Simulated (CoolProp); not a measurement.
Values from CoolProp's reference Helmholtz-energy equation of state, Thol 2017.

Problem. Give the vapour pressure (MPa), vapour density (kg/m³), enthalpy of vaporisation (kJ/kg) of saturated octamethyltrisiloxane (MDM) at 76.25, 147.75, 159.65 °C.

Solution. 
```
T (°C)  p (MPa)  vapour density (kg/m³)  enthalpy of vaporisation (kJ/kg)
------  -------  ----------------------  --------------------------------
76.25   0.00773                   0.637                               184
147.75   0.0894                    6.48                               155
159.65    0.122                    8.75                               149
```
